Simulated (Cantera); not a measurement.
Feed: 1 mol KOH, 0.078 mol H₂O, 0.086 mol CO₂, at 0.00133 bar.

These are equilibrium values from Cantera (NASA tables, ideal gas, pure condensed phases), not measurements of a reactor. Candidate condensed phases: C, C₆H₆, C₇H₈, C₈H₁₈, H₂O, K, KOH, KO₂, K₂CO₃, K₂O, K₂O₂; 116 gas species. Rates play no part.

log p: log10 of the partial pressure in bar; n: condensed amount in mol.

```tsv
T (K)	log p KOH	log p K	log p H₂O	log p CO₂	log p O₂	log p K₂(OH)₂	log p OH	n K₂CO₃(s)	n K₂CO₃(l)
1150	-2.96	-5.29	-3.68	-5.02	-5.89	-5.18	[?]	0.0788	0
1225	-2.95	-4.72	-3.99	-4.02	-5.33	-5.71	[?]	0	0.00316
1300	-2.97	-4.36	-3.96	-4.02	-4.96	-6.21	[?]	0	0
1375	-3.00	-4.07	-3.89	-4.03	-4.67	-6.69	[?]	0	0
1450	-3.04	-3.83	-3.81	-4.04	-4.44	-7.17	[?]	0	0
1525	-3.11	-3.65	-3.72	-4.07	-4.25	-7.64	[?]	0	0
1600	-3.20	-3.50	-3.64	-4.09	-4.11	-8.13	[?]	0	0
```

**Question.** Some entries are withheld; supply them.

**Answer.** 
- 1150, log p OH: -8.47
- 1225, log p OH: -8.04
- 1300, log p OH: -7.53
- 1375, log p OH: -7.07
- 1450, log p OH: -6.65
- 1525, log p OH: -6.27
- 1600, log p OH: -5.93
